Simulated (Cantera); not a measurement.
A closed system holds: 1 mol SO2, 0.057 mol H2, 1.3 mol O2, held at 5.30 bar.

Equilibrium computed with Cantera from the NASA thermochemical tables; the gas is ideal and each condensed phase is pure. Candidate condensed phases: H2O, H2SO4, S; 19 gas species. Rates play no part.

x: gas mole fraction; nothing condenses.

| T (K) | x O2 | x SO2 | x H2O | x OH | x O |
|---|---|---|---|---|---|
| 2100 | 0.545 | 0.427 | 0.0238 | 0.00133 | 0.000446 |
| 2150 | 0.544 | 0.427 | 0.0237 | 0.00165 | 0.000626 |
| 2200 | 0.544 | 0.427 | 0.0234 | ? | ? |
| 2250 | 0.544 | 0.427 | 0.0232 | 0.00244 | 0.00118 |
| 2300 | 0.543 | 0.427 | 0.0229 | 0.00294 | 0.00159 |
| 2350 | 0.543 | 0.427 | 0.0226 | ? | ? |
| 2400 | 0.542 | 0.426 | 0.0223 | 0.00412 | 0.00277 |
| 2450 | 0.541 | 0.426 | 0.0219 | 0.00482 | 0.00360 |

Problem. What belongs in the gaps?

Solution. 
- 2200, x OH: 0.00202
- 2200, x O: 0.000866
- 2350, x OH: 0.00349
- 2350, x O: 0.00211
